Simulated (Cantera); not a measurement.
Charge: 1 mol Cu₂O, 0.88 mol H₂, 1.7 mol H₂O, held at 1673.15 K and 0.133 bar.

Equilibrium computed with Cantera from the NASA thermochemical tables; the gas is ideal and each condensed phase is pure. Candidate condensed phases: Cu, CuO, Cu(OH)₂, Cu₂O, H₂O; 12 gas species. Each liquid is taken as pure. Mutual solubility and eutectic melting of coexisting phases are not modelled. The numbers say what is thermodynamically allowed, not how fast it happens.

Base state: H₂O 0.991, O₂ 0.00657, Cu 0.000835, OH 0.000662, H₂ 0.000506 (mole fractions); condensed: Cu(l) + Cu₂O(l).

Question: What changes in the equilibrium state with this change: temperature from 1673.15 K to 1875 K?

Answer: 
| species | before | after |
|---|---|---|
| H₂O | 0.991 | 0.963 |
| O₂ | 0.00657 | 0.0226 |
| Cu | 0.000835 | 0.00933 |
| Cu₂ | 8.84e-7 | 2.44e-5 |
| CuO | 3.84e-6 | 6.22e-5 |
| O | 7.43e-6 | 9.89e-5 |
| H | 7.03e-6 | 7.72e-5 |
| Cu(l), mol | 1.83 | 1.97 |
| Cu₂O(l), mol | 0.0863 | 0 |
